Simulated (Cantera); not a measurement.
Input (Python, Cantera) and output of one run.

```python
import numpy as np
import cantera as ct

gas_names = """
    H HO2 H2 H2O H2O2 O OH O2 O3 Si SiH SiH2 SiH3 SiH4 SiO SiO2 Si2 Si3
""".split()
cond_names = """
    H2O(s) H2O(L) Si(cr) Si(L) SiO2(Lqz) SiO2(hqz) SiO2(L)
""".split()


# ... load() reads the species with a 1 bar reference pressure and builds the phases ...
atoms = {
    'Si2H6': {'Si': 2, 'H': 6},
    'O3': {'O': 3},
    'H2': {'H': 2},
}
top_T = {}  # K; cautious upper limits of use, not melting points


# ... equilibrate(T, P, feed) seeds the gas with the atoms and calls Mixture.equilibrate('TP', solver="vcs", rtol=1e-11, max_steps=5000) ...
results = []
feed = {'Si2H6': 1, 'O3': 0.059, 'H2': 52}  # mol
T = 1673  # K
P = 37000  # Pa
mix = equilibrate(T, P, feed)
results.append((T, P, feed, dict(zip(mix.species_names, mix.species_moles))))
x = sorted(zip(gas.X, gas.species_names), reverse=True)
print(f"T = {T:g} K  P = {P:g} Pa  gas = {mix.phase_moles(0):.4g} mol")
print("   x: " + "  ".join(f"{s} {v:.3e}" for v, s in x if v > 1e-05))
print("   condensed (mol): " + ("  ".join(f"{mix.phase(i).name} {mix.phase_moles(i):.4g}"
      for i in range(1, mix.n_phases) if mix.phase_moles(i) > 1e-12) or "none"))
```

It prints:

```
T = 1673 K  P = 37000 Pa  gas = 55.18 mol
   x: H2 9.966e-01  SiO 3.205e-03  H 1.869e-04  SiH2 1.098e-05
   condensed (mol): Si(cr) 1.822
```

Cantera equilibrium calculation (NASA polynomials, part measured and part estimated; ideal gas, pure solids and liquids). The feed counts by its element totals alone. Gases not in the tables: Si2H6 and higher silanes.
